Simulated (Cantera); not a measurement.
A closed system holds: 1 mol CH3SiCl3, 0.022 mol HCl, 350 mol H2, at 1475 K and 36.0 mbar.

Method: chemical equilibrium by Gibbs-energy minimisation in Cantera with the NASA 1993 tables (ideal gas, pure condensed phases). Candidate condensed phases: C, C6H6, C7H8, C8H18, Si, SiC; 109 gas species. The feed counts by its element totals alone. Rates play no part.

Base state: H2 0.991, HCl 0.00853, H 6.81e-5, SiCl2 1.25e-5, CH4 1.25e-5 (mole fractions); condensed: SiC(s).

Task: What changes in the equilibrium state with this change: temperature from 1475 K to 2448.15 K?

Result: 
| species | before | after |
|---|---|---|
| H2 | 0.991 | 0.889 |
| H | 6.81e-5 | 0.0990 |
| HCl | 0.00853 | 0.00750 |
| Si | 8.66e-9 | 0.00240 |
| SiC2 | <1e-9 | 8.56e-5 |
| SiH | 5.83e-9 | 0.000123 |
| Si2C | <1e-9 | 1.53e-5 |
| C2H2 (acetylene) | 9.79e-8 | 0.00123 |
| SiCl | 1.28e-8 | 1.83e-5 |
| SiC(s), mol | 0.996 | 0 |
The tables' values for SiCl are old estimates; treat these amounts as uncertain. Gases not in the tables: Si2H6 and higher silanes.

Task: What changes in the equilibrium state with this change: H2 from 350 to 3.9 mol?

Result: 
```csv
species,before,after
H2,0.991,0.578
HCl,0.00853,0.412
SiCl2,1.25e-5,0.00610
SiCl4,<1e-9,0.00189
SiCl3,5.99e-8,0.00184
SiHCl3,1.07e-8,0.000251
Cl,4.75e-7,3.00e-5
CH4,1.25e-5,3.50e-5
"SiC(s), mol",0.996,0.930
"C(graphite), mol",0,0.0693
```
The tables' values for SiCl3 are old estimates; treat these amounts as uncertain.
